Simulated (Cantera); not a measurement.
A closed system holds: 1 mol AlN, 0.69 mol H2, 0.041 mol O2, at 1.00 Torr.

Equilibrium computed with Cantera from the NASA thermochemical tables; the gas is ideal and each condensed phase is pure. Candidate condensed phases: Al, AlN, Al2O3, H2O; 35 gas species. The tables' values for AlOH are old estimates; treat these amounts as uncertain. Rates play no part.

At 1827 °C, list the 5 most abundant gas species with their mole fractions, and the condensed phases.

Al 0.386, H2 0.296, N2 0.232, H 0.0464, Al2O 0.0380. Condensed: gas only.
